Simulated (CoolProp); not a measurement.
A simple Rankine cycle with neopentane: condensing at 323.15 K, boiler at 1 MPa, turbine inlet 369.5 K, turbine efficiency 0.8, pump efficiency 0.6, no recuperator. Each further row changes one setting.

Computed with CoolProp (reference Helmholtz-energy equation of state, Lemmon 2006). It is a short technical equation, of lower accuracy than the large ones.

```
case                             thermal efficiency (%)  net work (kJ/kg)  heat in (kJ/kg)  turbine exit temperature (K)  volume ratio over the turbine
-------------------------------  ----------------------  ----------------  ---------------  ----------------------------  -----------------------------
as stated                                           7.7              27.0              351                         344.8                           3.07
turbine inlet 389.5 K                               7.5              29.7              397                         366.3                            ___
condensing temperature 315.15 K                     ___              33.2              370                           ___                           3.84
boiler pressure 0.7 MPa                             5.3               ___              363                           ___                           2.03
turbine efficiency 0.7                              6.7              23.4              351                         346.6                           3.09
```

Some entries are withheld; supply them.


- turbine inlet 389.5 K, volume ratio over the turbine: 2.98
- condensing temperature 315.15 K, thermal efficiency (%): 9.0
- condensing temperature 315.15 K, turbine exit temperature (K): 340.4
- boiler pressure 0.7 MPa, net work (kJ/kg): 19.1
- boiler pressure 0.7 MPa, turbine exit temperature (K): 354.7
